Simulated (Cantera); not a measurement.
Input (Python, Cantera):

```python
import numpy as np
import cantera as ct

gas = ct.Solution("gri30.yaml")


def delay(T, t_max=10):
    gas.TPX = T, 1700000, {'CH4': 1, 'H2': 1.3, 'O2': 4.08, 'N2': 20, 'H2O': 0.68}
    reactor = ct.IdealGasReactor(gas, clone=False)
    net = ct.ReactorNet([reactor])
    net.rtol, net.atol = 1e-8, 1e-16
    while net.time < t_max:
        t_old, T_old = net.time, reactor.T
        net.step()
        if reactor.T > T + 400:  # ignition: a rise of 400 K
            return t_old + (T + 400 - T_old) / (reactor.T - T_old) * (net.time - t_old)
    return np.nan


taus = []
for T in [1100, 1200, 1300, 1400, 1500, 1600]:
    taus.append(delay(T))
    print(f"T0 = {T:6g} K   tau = {taus[-1]:.4e} s")
```

Output:

```
T0 =   1100 K   tau = 1.6826e-03 s
T0 =   1200 K   tau = 2.8476e-04 s
T0 =   1300 K   tau = 6.7687e-05 s
T0 =   1400 K   tau = 2.4487e-05 s
T0 =   1500 K   tau = 1.1690e-05 s
T0 =   1600 K   tau = 6.4480e-06 s
```

Cantera simulation using GRI-Mech 3.0 (53 species, 325 reactions); the numbers are that mechanism's predictions, not measurements. The pressure lies above the range GRI-Mech 3.0 was tuned for (to about 10 atm).
